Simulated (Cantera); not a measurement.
A Cantera script and what it prints.

```python
import numpy as np
import cantera as ct

gas_names = """
    CL CLO CL2 H HCL HNO HNO2 HNO3 HOCL HO2 H2 H2O H2O2 N NH NH2 NH3 NH2OH NO NO2 NO3 N2 N2H2 N2H4 N2O O
    OH O2 O3
""".split()
cond_names = """
    H2O(s) H2O(L) NH4CL(a) NH4CL(b)
""".split()


# ... load() reads the species with a 1 bar reference pressure and builds the phases ...
atoms = {
    'HCl': {'H': 1, 'CL': 1},
    'H2O': {'H': 2, 'O': 1},
    'N2': {'N': 2},
}
top_T = {}  # K; cautious upper limits of use, not melting points


# ... equilibrate(T, P, feed) seeds the gas with the atoms and calls Mixture.equilibrate('TP', solver="vcs", rtol=1e-11, max_steps=5000) ...
results = []
feed = {'HCl': 1, 'H2O': 2.1, 'N2': 0.21}  # mol
T = 1848  # K
P = 67000  # Pa
mix = equilibrate(T, P, feed)
results.append((T, P, feed, dict(zip(mix.species_names, mix.species_moles))))
x = sorted(zip(gas.X, gas.species_names), reverse=True)
print(f"T = {T:g} K  P = {P:g} Pa  gas = {mix.phase_moles(0):.4g} mol")
print("   x: " + "  ".join(f"{s} {v:.3e}" for v, s in x if v > 0.001))
print("   condensed (mol): " + ("  ".join(f"{mix.phase(i).name} {mix.phase_moles(i):.4g}"
      for i in range(1, mix.n_phases) if mix.phase_moles(i) > 1e-12) or "none"))
```

It prints:

```
T = 1848 K  P = 67000 Pa  gas = 3.317 mol
   x: H2O 6.313e-01  HCL 2.986e-01  N2 6.327e-02  H2 2.810e-03  CL 2.774e-03
   condensed (mol): none
```

These are equilibrium values from Cantera (NASA tables, ideal gas, pure condensed phases), not measurements of a reactor.
